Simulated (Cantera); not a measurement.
An adiabatic, constant-volume homogeneous reactor starts with 4.90 % CO, 0.240 % H₂, 5.40 % CH₄, 18.8 % O₂, 70.6 % N₂, equivalence ratio 0.71, at 1475 K and 3.85 atm.

Detailed kinetics in Cantera: GRI-Mech 3.0 (53 species, 325 reactions).

Predict: time of steepest temperature rise; temperature at 0.700 s; equilibrium temperature; x(CO) at 0.700 s; x(H₂) at 0.700 s; x(NO₂) at 0.700 s.


- time of steepest temperature rise: 0.339 ms
- temperature at 0.700 s: 2860 K
- equilibrium temperature: 2860 K
- x(CO) at 0.700 s: 0.0243 (gas-phase equilibrium 0.0243)
- x(H₂) at 0.700 s: 0.00421 (gas-phase equilibrium 0.00421)
- x(NO₂) at 0.700 s: 1.68e-5 (gas-phase equilibrium 1.68e-5)
